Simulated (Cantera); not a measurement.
An adiabatic, constant-pressure homogeneous reactor starts with 2.53 % C3H8, 9.02 % O2, 88.5 % N2, equivalence ratio 1.4, at 1325 K and 1.00 atm.

Computed with Cantera and GRI-Mech 3.0 (53 species, 325 reactions). GRI-Mech 3.0 was tuned for natural gas; its chemistry of propane as a main component is partial and can be far from experiment.

One state of this run: T (K) = 2090; x C3H8 = <1e-12; x O2 = 0.000429; x C2H = <1e-12; x CO2 = 0.0268; x H = 0.00555; x C2H2 = <1e-12. x: mole fraction; the columns are a selection and need not sum to one.

Q: Which value of t (s) does it belong to?
A) 0.00219
B) 4.29e-5
C) 0.000307
D) 0.0420

A: A, 0.00219
